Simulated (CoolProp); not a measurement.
Saturation properties of decamethyltetrasiloxane (MD2M).

Computed with CoolProp (reference Helmholtz-energy equation of state, Thol 2017).

| T (°C) | p (MPa) | liquid density (kg/m³) | vapour density (kg/m³) | liquid cp (kJ/(kg K)) | surface tension (mN/m) |
|---|---|---|---|---|---|
| 12.65 | 1.849e-5 | ___ | 0.002418 | 1.695 | 18.3 |
| 22.55 | 4.303e-5 | 851.1 | 0.005438 | 1.719 | 17.5 |
| 32.55 | 9.401e-5 | 841.1 | ___ | 1.744 | 16.7 |
| 42.45 | 0.0001914 | 831.3 | 0.02267 | 1.768 | 15.9 |
| 52.45 | 0.0003705 | 821.3 | 0.04256 | 1.792 | 15.1 |
| 62.35 | 0.0006775 | 811.4 | 0.07556 | 1.816 | 14.3 |
| 72.25 | 0.001184 | 801.4 | 0.1283 | 1.840 | 13.6 |
| 82.25 | 0.001995 | 791.3 | 0.2104 | 1.863 | 12.8 |
| 92.15 | 0.003222 | 781.2 | 0.3312 | 1.886 | 12.1 |
| 102.15 | 0.005054 | 771.0 | 0.5068 | 1.909 | 11.4 |
| 112.05 | ___ | 760.7 | ___ | 1.932 | 10.7 |

Q: Some entries are withheld; supply them.

A: 
- 12.65, liquid density (kg/m³): 860.9
- 32.55, vapour density (kg/m³): 0.01149
- 112.05, p (MPa): 0.007653
- 112.05, vapour density (kg/m³): 0.7499

It boils at 194.4 °C under 1 atm.

Surface tension comes from a separate correlation (Mulero 2014), older than this fluid's equation and unchecked against measurements.
